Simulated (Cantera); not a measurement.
An isothermal, constant-pressure homogeneous reactor starts with 0.522 % CH4, 2.66 % O2, 94.8 % N2, 1.99 % H2, at 925 K and 340000 Pa.

Computed with Cantera and GRI-Mech 3.0 (53 species, 325 reactions). Below about 1000 K GRI-Mech 3.0 lacks low-temperature oxidation paths. Below about 950 K walls govern HO2 and H2O2 in real vessels. The temperature is held fixed by assumption; the heat of reaction is taken as removed at once.

Problem. Predict: x(CH4) at 20.0 s; x(O2) at 20.0 s; x(CO) at 20.0 s.

Solution. 
```
Quantity                                           Result
----------------  ---------------------------------------
x(CH4) at 20.0 s   1.54e-6 (gas-phase equilibrium <1e-12)
x(O2) at 20.0 s   0.00664 (gas-phase equilibrium 0.00622)
x(CO) at 20.0 s   0.000816 (gas-phase equilibrium <1e-12)
```
